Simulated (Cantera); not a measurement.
A closed system holds: 1 mol Si2Cl6, a varied amount of NH3, 14 mol N2, at 1198.15 K and 120 Pa.

Method: chemical equilibrium by Gibbs-energy minimisation in Cantera with the NASA 1993 tables (ideal gas, pure condensed phases). Candidate condensed phases: NH4Cl, Si, Si3N4; 28 gas species. The feed counts by its element totals alone. The tables' values for SiCl3 are old estimates; treat these amounts as uncertain. Equilibrium is a limit: real reactors are often held back by kinetics, nucleation or transport.

x: gas mole fraction; n: condensed amount in mol.

```json
[
 {"n(NH3) (mol)": "1.7", "x N2": "0.735", "x H2": "0.0351", "x HCl": "0.199", "x SiCl4": "0.0260", "n Si3N4(s)": "0.468"},
 {"n(NH3) (mol)": "2.2", "x N2": "0.703", "x H2": "0.0544", "x HCl": "0.221", "x SiCl4": "0.0171", "n Si3N4(s)": "0.524"},
 {"n(NH3) (mol)": "2.9", "x N2": "0.667", "x H2": "0.0852", "x HCl": "0.236", "x SiCl4": "0.00928", "n Si3N4(s)": "0.579"},
 {"n(NH3) (mol)": "3.7", "x N2": "0.634", "x H2": "___", "x HCl": "0.237", "x SiCl4": "___", "n Si3N4(s)": "0.615"},
 {"n(NH3) (mol)": "4.7", "x N2": "0.602", "x H2": "0.168", "x HCl": "0.227", "x SiCl4": "0.00223", "n Si3N4(s)": "0.637"},
 {"n(NH3) (mol)": "6.1", "x N2": "0.565", "x H2": "___", "x HCl": "___", "x SiCl4": "___", "n Si3N4(s)": "0.650"},
 {"n(NH3) (mol)": "7.8", "x N2": "0.530", "x H2": "0.280", "x HCl": "0.189", "x SiCl4": "0.000416", "n Si3N4(s)": "0.657"}
]
```

What belongs in the gaps?


- 6.1, x H2: 0.223
- 6.1, x HCl: 0.210
- 6.1, x SiCl4: 0.000945
- 3.7, x H2: 0.122
- 3.7, x SiCl4: 0.00472
